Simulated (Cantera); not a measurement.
A Cantera script and its output.

```python
import numpy as np
import cantera as ct

gas = ct.Solution("gri30.yaml")
gas.TPX = 750, 51000, {'CH4': 1, 'CO': 1, 'O2': 5.21, 'N2': 19.6, 'H2': 0.17}
inlet = ct.Reservoir(gas, clone=True)
gas.equilibrate("HP")  # start burning
reactor = ct.IdealGasConstPressureReactor(gas, energy="on", clone=False)
exhaust = ct.Reservoir(gas, clone=True)
tau = [0.33, 0.12, 0.04, 0.014, 0.0048, 0.0016, 0.00057, 0.0002, 6.8e-05, 2.4e-05, 8.2e-06][0]
for a, b in ((inlet, reactor), (reactor, exhaust)):
    ct.MassFlowController(a, b, mdot=lambda t: reactor.mass / tau)
net = ct.ReactorNet([reactor])
show = ['CH4', 'CO', 'O2', 'C2H', 'H2']

rows = []
print(f"{'tau/s':>10s}{'T/K':>9s}" + "".join(f"{s:>11s}" for s in show))
for tau in [0.33, 0.12, 0.04, 0.014, 0.0048, 0.0016, 0.00057, 0.0002, 6.8e-05, 2.4e-05, 8.2e-06]:
    net.initial_time = 0.0
    net.advance(30 * tau)
    before = gas.X
    net.advance(40 * tau)
    drift = np.max(np.abs(gas.X - before) / (gas.X + 1e-9))
    rows.append([gas.T, *gas[show].X, drift])
    print(f"{tau:10.3e}{gas.T:9.1f}" + "".join(f"{x:11.3e}" for x in gas[show].X))
```

Output:

```
     tau/s      T/K        CH4         CO         O2        C2H         H2
 3.300e-01   1894.8  2.432e-06  5.136e-04  9.907e-02  3.055e-14  1.120e-04
 1.200e-01   1887.5  4.770e-06  9.186e-04  9.906e-02  7.989e-14  1.954e-04
 4.000e-02   1872.5  9.481e-06  1.792e-03  9.910e-02  1.794e-13  3.776e-04
 1.400e-02   1847.0  1.827e-05  3.332e-03  9.928e-02  3.453e-13  6.991e-04
 4.800e-03   1803.8  3.707e-05  5.988e-03  9.981e-02  6.521e-13  1.239e-03
 1.600e-03   1735.0  8.423e-05  1.041e-02  1.011e-01  1.345e-12  2.034e-03
 5.700e-04   1642.4  2.169e-04  1.754e-02  1.044e-01  3.293e-12  2.924e-03
 2.000e-04   1506.9  8.635e-04  3.250e-02  1.140e-01  1.400e-11  4.147e-03
 6.800e-05    750.0  3.706e-02  3.706e-02  1.931e-01 -2.161e-38  6.301e-03
 2.400e-05    750.0  3.706e-02  3.706e-02  1.931e-01  2.174e-42  6.301e-03
 8.200e-06    750.0  3.706e-02  3.706e-02  1.931e-01  3.394e-46  6.301e-03
```

Cantera simulation using GRI-Mech 3.0 (53 species, 325 reactions); the numbers are that mechanism's predictions, not measurements.
